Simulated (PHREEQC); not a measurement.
0.011 g of hydrous ferric oxide (600 m²/g; 0.2 weak and 0.005 strong sites per Fe, Dzombak-Morel constants, diffuse double layer) in 1 kg of water with 0.005 mol/kgw of an inert sodium salt and 0.0015 mmol/kgw ZnCl2, at 25 °C; the pH is set by adding NaOH or the inert anion's acid. Oxygen alone is held at its pressure in air (log pO2 = -0.68). No CO2 enters from the air. Precipitation was switched off in this run.

The series has 13 steps of pH, from 4 to 12.

Model: ion-association model, wateq4f.dat, run in PHREEQC.

Task: Near which pH is half of the Zn sorbed, and on which side is more sorbed?

Result: Near pH 7.2, with more sorbed at higher pH.
